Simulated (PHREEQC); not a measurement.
Dissolve 0.02 mol/kgw KH2PO4, 0.067 mol/kgw Na2SO4 and 0.012 mol/kgw KCl at 25 °C. Closed to the air; pH follows from the charge balance.

The numbers come from PHREEQC with the ion-association model, phreeqc.dat.

Precipitation was switched off in this run.

Question: Order these S species by the share of S that they hold, largest first: KSO4-, SO4-2, NaSO4-.

Answer: SO4-2 (81 %), NaSO4- (15 %), KSO4- (4.5 %)

The pH is 4.60 and the ionic strength 0.207 mol/kgw. Complexes and solids missing from the database can't appear.
